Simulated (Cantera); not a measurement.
# Hydrocarbon pyrolysis for carbon deposition

An isothermal, constant-pressure homogeneous reactor starts with C₃H₈ : H₂ = 1 : 84 (molar parts), at 1373 K and 0.0257 atm.

Computed with Cantera and GRI-Mech 3.0 (53 species, 325 reactions). GRI-Mech 3.0 was tuned for natural gas; its chemistry of propane as a main component is partial and can be far from experiment. GRI-Mech 3.0 stops at C3 and has no aromatics, soot or wall deposition, so with more carbon than oxygen in the feed, carbon stays in small species such as C2H2 where larger ones or solid carbon would form. Radical loss at walls, strong at low pressure, is not modelled.

| t (s) | x C₃H₈ | x H₂ | x C₂H | x C₂H₂ | x C₂H₄ | x CH₄ |
|---|---|---|---|---|---|---|
| 0.000500 | 0.00966 | 0.986 | 1.16e-12 | 5.09e-6 | 0.00192 | 0.00178 |
| 0.00162 | 0.00198 | 0.978 | 2.23e-10 | 0.000340 | 0.00894 | 0.00979 |
| 0.00522 | 5.96e-6 | 0.976 | 8.55e-10 | 0.00222 | 0.00895 | 0.0123 |
| 0.0169 | 4.84e-9 | 0.976 | 6.00e-10 | 0.00414 | 0.00699 | 0.0124 |
| 0.0545 | 9.33e-10 | 0.976 | 3.28e-10 | 0.00588 | 0.00522 | 0.0125 |
| 0.176 | 2.46e-10 | 0.976 | 1.85e-10 | 0.00751 | 0.00356 | 0.0125 |
| 0.568 | 7.55e-11 | 0.976 | 1.47e-10 | 0.00919 | 0.00186 | 0.0125 |
| 1.84 | 2.09e-11 | 0.976 | 1.67e-10 | 0.0105 | 0.000503 | 0.0125 |
| 5.93 | 1.37e-11 | 0.976 | 1.75e-10 | 0.0107 | 0.000309 | 0.0125 |
| 19.2 | 1.36e-11 | 0.977 | 1.75e-10 | 0.0107 | 0.000309 | 0.0124 |
| 61.9 | 1.36e-11 | 0.977 | 1.76e-10 | 0.0108 | 0.000311 | 0.0123 |
| 200 | 1.34e-11 | 0.977 | 1.79e-10 | 0.0110 | 0.000315 | 0.0120 |
x: mole fraction; the columns are a selection and need not sum to one.

Equilibrium at this temperature and pressure: C₃H₈ 1.23e-11, H₂ 0.978, C₂H 1.96e-10, C₂H₂ 0.0117, C₂H₄ 0.000337, CH₄ 0.0103 (gas phase only).
